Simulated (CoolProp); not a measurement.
CF4 (R14) along the isotherm 231.9 K: density (kg/m³) from the reference equation and from simpler models built on Tc = 227.4 K, pc = 3.762 MPa, ω = 0.178; each cubic takes its own stable root.

Model: reference Helmholtz-energy equation of state, Platzer 1990, in CoolProp. This equation is an older, rougher fit; its heat capacities, sound speeds and derivatives of the liquid may be far off and weren't checked against measurements.

```tsv
p (MPa)	phase	reference
0.0178	gas	0.8137
0.0269	gas	1.231
0.0406	gas	1.860
0.0613	gas	2.813
0.0924	gas	4.251
0.139	gas	6.421
0.21	gas	9.761
0.317	gas	14.88
0.479	gas	22.82
0.722	gas	35.20
1.09	gas	55.19
1.64	gas	88.48
2.48	gas	151.2
3.74	gas	320.6
5.64	supercritical	953.1
```

**Question.** How far does each simpler model (ideal gas, van der Waals, Soave-Redlich-Kwong) lie from the reference over these 15 states: mean and median of the absolute difference, and the worst?

**Answer.** 
- ideal gas: mean 12.6 %, median 2.8 %, worst -73.0 % at 231.9 K and 5.64 MPa
- van der Waals: mean 2.4 %, median 0.3 %, worst -24.4 % at 231.9 K and 5.64 MPa
- Soave-Redlich-Kwong: mean 1.0 %, median 0.0 %, worst -12.8 % at 231.9 K and 5.64 MPa
